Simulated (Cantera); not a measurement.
A perfectly stirred reactor is fed with CH4 : N2 = 1 : 34 (molar parts), at 1.30 bar; it is held at 1650 K, and followed from long to short residence time.

Cantera simulation using GRI-Mech 3.0 (53 species, 325 reactions); the numbers are that mechanism's predictions, not measurements. GRI-Mech 3.0 stops at C3 and has no aromatics, soot or wall deposition, so with more carbon than oxygen in the feed, carbon stays in small species such as C2H2 where larger ones or solid carbon would form.

x: mole fraction; the columns are a selection and need not sum to one.

```json
[
 {"τ (s)": "3.4", "x CH4": "0.00261", "x H2": "0.0378", "x C2H": "2.14e-8", "x HCN": "___", "x CH3": "2.07e-5"},
 {"τ (s)": "0.87", "x CH4": "0.00499", "x H2": "0.0343", "x C2H": "1.94e-8", "x HCN": "___", "x CH3": "3.93e-5"},
 {"τ (s)": "0.22", "x CH4": "0.00912", "x H2": "0.0282", "x C2H": "1.62e-8", "x HCN": "___", "x CH3": "7.22e-5"},
 {"τ (s)": "0.058", "x CH4": "0.0148", "x H2": "0.0197", "x C2H": "1.18e-8", "x HCN": "___", "x CH3": "0.000121"},
 {"τ (s)": "0.015", "x CH4": "0.0208", "x H2": "0.0105", "x C2H": "6.62e-9", "x HCN": "___", "x CH3": "0.000183"},
 {"τ (s)": "0.0038", "x CH4": "0.0255", "x H2": "0.00342", "x C2H": "1.90e-9", "x HCN": "___", "x CH3": "0.000226"},
 {"τ (s)": "0.00099", "x CH4": "0.0280", "x H2": "0.000469", "x C2H": "1.31e-10", "x HCN": "2.58e-10", "x CH3": "0.000163"}
]
```

**Question.** Complete the blanks.

**Answer.** 
- 3.4, x HCN: 2.34e-6
- 0.87, x HCN: 1.12e-6
- 0.22, x HCN: 4.82e-7
- 0.058, x HCN: 1.76e-7
- 0.015, x HCN: 4.76e-8
- 0.0038, x HCN: 6.67e-9
